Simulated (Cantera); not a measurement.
# Thermodynamics of thermal oxidation and active oxidation of silicon, feed Si + H2O + H2

Input: 1 mol Si, 0.028 mol H2O, 30 mol H2, at 240 Pa.

Equilibrium computed with Cantera from the NASA thermochemical tables; the gas is ideal and each condensed phase is pure. Candidate condensed phases: H2O, Si, SiO2; 18 gas species. Mutual solubility and eutectic melting of coexisting phases are not modelled. The tables hold silica as quartz up to 1696 K and as liquid above; real silica turns to tridymite and cristobalite and melts near 1996 K. Rates play no part.

| T (°C) | log p H2 | log p H | log p SiO | log p Si | log p SiH2 | log p SiH | log p H2O | log p Si2 | n Si(s) | n SiO2(β-quartz) |
|---|---|---|---|---|---|---|---|---|---|---|
| 825 | -2.62 | -8.92 | -7.67 | -13.66 | -11.52 | -13.49 | -10.68 | <-14 | 0.986 | 0.0139 |
| 875 | -2.62 | -8.45 | -6.95 | -12.74 | -11.02 | -12.72 | -10.26 | <-14 | 0.985 | 0.0133 |
| 925 | -2.62 | -8.03 | -6.30 | -11.89 | -10.56 | -12.02 | -9.87 | <-14 | 0.983 | 0.0108 |
| 975 | -2.62 | -7.64 | -5.69 | -11.11 | -10.14 | -11.37 | -9.52 | <-14 | 0.973 | 0.00133 |
| 1025 | -2.62 | -7.28 | -5.65 | -10.39 | -9.75 | -10.78 | -9.70 | -14.01 | 0.972 | 0 |
| 1075 | -2.62 | -6.95 | -5.65 | -9.73 | -9.39 | -10.23 | -9.91 | -13.14 | 0.972 | 0 |
| 1125 | -2.62 | -6.64 | -5.65 | -9.11 | -9.06 | -9.72 | -10.11 | -12.34 | 0.972 | 0 |
| 1175 | -2.62 | -6.35 | -5.65 | -8.53 | -8.75 | -9.24 | -10.29 | -11.59 | 0.972 | 0 |
| 1225 | -2.62 | -6.08 | -5.65 | -8.00 | -8.46 | -8.80 | -10.46 | -10.90 | 0.972 | 0 |
| 1275 | -2.62 | -5.82 | -5.65 | -7.50 | -8.18 | -8.39 | -10.62 | -10.25 | 0.971 | 0 |
| 1325 | -2.62 | -5.58 | -5.65 | -7.03 | -7.93 | -8.00 | -10.77 | -9.64 | 0.971 | 0 |
log p: log10 of the partial pressure in bar; n: condensed amount in mol.

From 825 °C to 975 °C the condensed part is Si(s) + SiO2(β-quartz). From 1025 °C to 1325 °C the condensed part is Si(s). The main Si-bearing gas is SiO throughout.
